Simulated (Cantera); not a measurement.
Feed: 1 mol Al(CH3)3, 3.8 mol N2O, 4.9 mol H2, at 280 Pa.

Method: chemical equilibrium by Gibbs-energy minimisation in Cantera with the NASA 1993 tables (ideal gas, pure condensed phases). Candidate condensed phases: Al, AlN, Al2O3, C, C6H6, C7H8, C8H18, H2O; 148 gas species. The feed counts by its element totals alone. Mutual solubility and eutectic melting of coexisting phases are not modelled. Kinetics and transport are ignored. All values below are at 1425 K.

Base state: H2 0.597, N2 0.234, CO 0.169, HCN 0.000226, H 9.96e-5 (mole fractions); condensed: AlN(s) + Al2O3(s) + C(graphite).

Question: What changes in the equilibrium state with this change: Al(CH3)3 replaced by AlCl3?

Answer: 
```json
[
 {"species": "N2", "before": "0.234", "after": "0.373"},
 {"species": "HCl", "before": "0", "after": "0.294"},
 {"species": "H2O", "before": "8.59e-7", "after": "0.225"},
 {"species": "H2", "before": "0.597", "after": "0.108"},
 {"species": "CO", "before": "0.169", "after": "0"},
 {"species": "HCN", "before": "0.000226", "after": "0"},
 {"species": "Cl", "before": "0", "after": "9.45e-5"},
 {"species": "H", "before": "9.96e-5", "after": "4.23e-5"},
 {"species": "AlN(s), mol", "before": "0.243", "after": "0"},
 {"species": "Al2O3(s), mol", "before": "0.378", "after": "0.500"},
 {"species": "C(graphite), mol", "before": "0.332", "after": "0"}
]
```
Further candidate phases: AlCl3, NH4Cl.
